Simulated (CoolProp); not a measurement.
Properties of oxygen at several states (Tc = 154.6 K, pc = 5.046 MPa, ω = 0.022).

The numbers come from the reference Helmholtz-energy equation of state, Schmidt 1985 in CoolProp. Above 300 K oxygen's equation is extrapolated.

```tsv
T (K)	p (MPa)	phase	density (kg/m³)	cp (kJ/(kg K))	cv (kJ/(kg K))	isothermal compressibility (1/MPa)	conductivity (mW/(m K))
652.7	1.74	gas	10.21	1.022	0.7591	0.5720	51.4
151.2	12	liquid	827.7	2.080	0.8077	0.01247	81.0
558.8	0.443	gas	3.048	0.9919	0.7308	2.255	45.1
```

Thermal conductivity comes from a separate model (Lemmon 2004).
